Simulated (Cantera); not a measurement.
Mixture: CH4 : O2 : N2 = 1 : 1.67 : 6.27 (molar parts), equivalence ratio 1.2, at 4880 Torr, adiabatic and at constant volume. Ignition delay is the time to a rise of 400 K.

Model: GRI-Mech 3.0 (53 species, 325 reactions), integrated in Cantera.

**Question.** What does this change do: constant pressure in place of constant volume?

**Answer.** 
```json
[
 {"quantity": "delay at 1225 K", "before": "5.75 ms", "after": "6.08 ms"},
 {"quantity": "delay at 1325 K", "before": "1.74 ms", "after": "1.86 ms"},
 {"quantity": "delay at 1425 K", "before": "0.582 ms", "after": "0.626 ms"},
 {"quantity": "delay at 1525 K", "before": "0.212 ms", "after": "0.229 ms"},
 {"quantity": "delay at 1625 K", "before": "84.6 µs", "after": "91.6 µs"},
 {"quantity": "apparent activation energy between 1525 and 1625 K", "before": "190 kJ/mol", "after": "190 kJ/mol"}
]
```

**Question.** What does this change do: O2 1.67 to 2.5 parts?

**Answer.** 
```tsv
quantity	before	after
delay at 1225 K	5.75 ms	3.36 ms
delay at 1325 K	1.74 ms	1.02 ms
delay at 1425 K	0.582 ms	0.346 ms
delay at 1525 K	0.212 ms	0.131 ms
delay at 1625 K	84.6 µs	55.5 µs
apparent activation energy between 1525 and 1625 K	190 kJ/mol	180 kJ/mol
```
